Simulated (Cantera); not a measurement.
Input: 1 mol HMDSO, 1.6 mol H₂O, 61 mol N₂, held at 16.0 mbar.

Equilibrium computed with Cantera from the NASA thermochemical tables; the gas is ideal and each condensed phase is pure. Candidate condensed phases: C, C₆H₆, C₇H₈, C₈H₁₈, H₂O, Si, SiC, SiO₂, Si₂N₂O, Si₃N₄; 151 gas species. The feed counts by its element totals alone. N₂ is the only nitrogen source here; it is nearly inert below about 1500 K, so the nitride shown seldom forms there in practice. Kinetics and transport are ignored.

### Question
At 727 °C, list the 4 most abundant gas species with their mole fractions, and the condensed phases.

### Answer
N₂ 0.846, H₂ 0.148, CO 0.00564, CH₄ 3.36e-5. Condensed: C(graphite) + SiO₂(β-quartz) + Si₂N₂O(s).
